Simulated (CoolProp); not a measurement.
A simple Rankine cycle with R115: condensing at 291.15 K, boiler at 1.78 MPa, turbine inlet 331.4 K, turbine efficiency 0.65, pump efficiency 0.7, no recuperator. Each further row changes one setting.

Model: reference Helmholtz-energy equation of state, Lemmon 2016, in CoolProp.

| case | thermal efficiency (%) | net work (kJ/kg) | heat in (kJ/kg) | turbine exit temperature (K) | volume ratio over the turbine |
|---|---|---|---|---|---|
| as stated | 5.4 | 6.28 | 117 | 305.9 | 2.74 |
| turbine inlet 351.4 K | 5.4 | 7.37 | 137 | 329.0 | 2.58 |
| condensing temperature 283.15 K | 6.5 | 8.17 | 125 | 300.9 | 3.48 |
| boiler pressure 1.25 MPa | 3.5 | 4.34 | 125 | 318.7 | 1.75 |
| turbine efficiency 0.55 | 4.4 | 5.14 | 117 | 307.3 | 2.76 |
